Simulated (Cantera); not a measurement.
# NO annealing gas

An isothermal, constant-pressure homogeneous reactor starts with 84.7 % NO, 15.3 % N₂, at 2048 K and 8.25 Torr.

Detailed kinetics in Cantera: GRI-Mech 3.0 (53 species, 325 reactions). Radical loss at walls, strong at low pressure, is not modelled.

```
t (s)       x NO      x O₂     x N₂O       x O   x N₂     x NO₂
--------  ------  --------  --------  --------  -----  --------
7.00e-6    0.847  5.59e-12   9.03e-8   9.03e-8  0.153  2.54e-12
2.13e-5    0.847  5.19e-11   2.74e-7   2.74e-7  0.153  2.35e-11
6.46e-5    0.847  4.81e-10   8.32e-7   8.34e-7  0.153  2.17e-10
0.000196   0.847   4.42e-9   2.52e-6   2.54e-6  0.153   1.98e-9
0.000597   0.847   4.12e-8   7.61e-6   7.76e-6  0.153   1.78e-8
0.00181    0.847   3.84e-7   2.26e-5   2.40e-5  0.153   1.51e-7
0.00551    0.847   3.73e-6   6.41e-5   7.65e-5  0.153   1.10e-6
0.0167     0.847   3.97e-5  0.000158  0.000258  0.153   5.54e-6
0.0508     0.845  0.000448  0.000257  0.000813  0.153   1.46e-5
0.154      0.838   0.00352  0.000227   0.00154  0.157   2.28e-5
0.469      0.812    0.0161  0.000192   0.00196  0.169   3.51e-5
1.43       0.725    0.0595  0.000132   0.00272  0.213   5.92e-5
4.33       0.457     0.192   4.15e-5   0.00423  0.347   7.08e-5
13.2      0.0967     0.371   1.58e-6   0.00562  0.526   2.14e-5
40.0      0.0149     0.412   7.02e-8   0.00590  0.567   3.49e-6
```
x: mole fraction; the columns are a selection and need not sum to one.

Equilibrium at this temperature and pressure: NO 0.0104, O₂ 0.414, N₂O 5.22e-8, O 0.00592, N₂ 0.569, NO₂ 2.45e-6 (gas phase only).
